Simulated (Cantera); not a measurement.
Cantera run, input and output.

```python
import numpy as np
import cantera as ct

gas = ct.Solution("gri30.yaml")
gas.TPX = 1275, 13332, {'N2O': 1}
reactor = ct.IdealGasConstPressureReactor(gas, energy="off", clone=False)
net = ct.ReactorNet([reactor])
net.rtol, net.atol = 1e-08, 1e-18
show = ['N2O', 'O', 'N2', 'NO', 'O2']
times = np.geomspace(8e-06, 30, 9)

steps = ct.SolutionArray(gas, extra=["t"])
rows = []
print(f"{'t/s':>10s}{'T/K':>9s}{'P/Pa':>11s}" + "".join(f"{s:>11s}" for s in show))
for t in times:
    while net.time < t:
        t_next = net.step()
        steps.append(gas.state, t=t_next)
    rows.append([np.interp(t, steps.t, y) for y in (steps.T, steps.P, *steps(*show).X.T)])
    print(f"{t:10.3e}{rows[-1][0]:9.1f}{rows[-1][1]:11.4g}" + "".join(f"{x:11.3e}" for x in rows[-1][2:]))
rate = np.gradient(steps.T, steps.t)
print("integrator steps:", len(steps.t))
if steps.T.max() > steps.T[0] + 200:
    print(f"time of steepest temperature rise: {steps.t[rate.argmax()]:.4e} s")
gas.TPX = 1275, 13332, {'N2O': 1}
gas.equilibrate("TP")
print(f"equilibrium (TP): T = {gas.T:.1f} K  " + "  ".join(f"{s} {gas[s].X[0]:.3e}" for s in show))
```

It prints:

```
       t/s      T/K       P/Pa        N2O          O         N2         NO         O2
 8.000e-06   1275.0  1.333e+04  1.000e+00  1.111e-06  1.359e-06  3.652e-08  1.149e-07
 5.307e-05   1275.0  1.333e+04  1.000e+00  4.242e-06  1.171e-05  1.099e-06  3.460e-06
 3.520e-04   1275.0  1.333e+04  9.998e-01  5.431e-06  9.728e-05  1.352e-05  4.254e-05
 2.335e-03   1275.0  1.333e+04  9.989e-01  5.431e-06  6.713e-04  9.800e-05  3.084e-04
 1.549e-02   1275.0  1.333e+04  9.928e-01  5.430e-06  4.461e-03  6.556e-04  2.064e-03
 1.028e-01   1275.0  1.333e+04  9.536e-01  5.421e-06  2.883e-02  4.237e-03  1.335e-02
 6.817e-01   1275.0  1.333e+04  7.392e-01  5.350e-06  1.620e-01  2.373e-02  7.504e-02
 4.522e+00   1275.0  1.333e+04  1.873e-01  4.577e-06  5.056e-01  7.227e-02  2.347e-01
 3.000e+01   1275.0  1.333e+04  1.038e-03  2.649e-07  6.242e-01  8.348e-02  2.910e-01
integrator steps: 1018
equilibrium (TP): T = 1275.0 K  N2O 8.804e-09  O 1.777e-07  N2 6.665e-01  NO 3.905e-04  O2 3.331e-01
```

Cantera simulation using GRI-Mech 3.0 (53 species, 325 reactions); the numbers are that mechanism's predictions, not measurements. GRI-Mech 3.0 was tuned for natural gas; its chemistry of N2O as a main component is partial and can be far from experiment. The mechanism lacks the step 2 NO + O2 → 2 NO2, which can matter for NO2 below about 1400 K. The temperature is held fixed by assumption; the heat of reaction is taken as removed at once.
